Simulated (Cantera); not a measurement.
Feed: 1 mol SiCl4, 0.8 mol Cl2, 0.32 mol H2, equilibrated at 1148 K and 0.570 bar.

Method: chemical equilibrium by Gibbs-energy minimisation in Cantera with the NASA 1993 tables (ideal gas, pure condensed phases). Candidate condensed phases: Si; 19 gas species. Equilibrium is a limit: real reactors are often held back by kinetics, nucleation or transport.

Base state: SiCl4 0.471, HCl 0.302, Cl2 0.225, Cl 0.00169 (mole fractions); condensed: gas only.

Problem. What changes in the equilibrium state with this change: temperature from 1148 K to 748.15 K?

Solution. 
```json
[
 {"species": "SiCl4", "before": "0.471", "after": "0.472"},
 {"species": "HCl", "before": "0.302", "after": "0.302"},
 {"species": "Cl2", "before": "0.225", "after": "0.226"},
 {"species": "Cl", "before": "0.00169", "after": "1.63e-6"}
]
```
